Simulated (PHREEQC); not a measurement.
A made-up water analysis in mmol/kgw, 25 °C, pH 3.07, pe 8.4:

| constituent | mmol/kgw |
|---|---|
| Na | 13.8 |
| K | 0.147 |
| Ca | 11.4 |
| Mg | 12.2 |
| Cl | 8.78 |
| S(6) | 71.6 |
| Cu(2) | 0.012 |
| N(5) | 1.37 |
| Zn | 0.952 |
| Br | 0.514 |
| Al | 6.49 |

Valence states are taken as typed.

The numbers come from PHREEQC with the ion-association model, phreeqc.dat.

Precipitation was switched off in this run.

**Question.** Estimate the ionic strength, charge-balance error, density.

**Answer.** ionic strength 0.136 mol/kgw; charge-balance error -45.0 %; density 1.005 g/cm³.

**Question.** In which forms is S present?

**Answer.** SO4-2 66 %, MgSO4 9.8 %, CaSO4 7.8 %, Al(SO4)2- 5.7 %, AlSO4+ 5.7 %, HSO4- 2.4 % of the S.

The solution is supersaturated, for example in Gypsum, so a real one may precipitate; this is no full list.
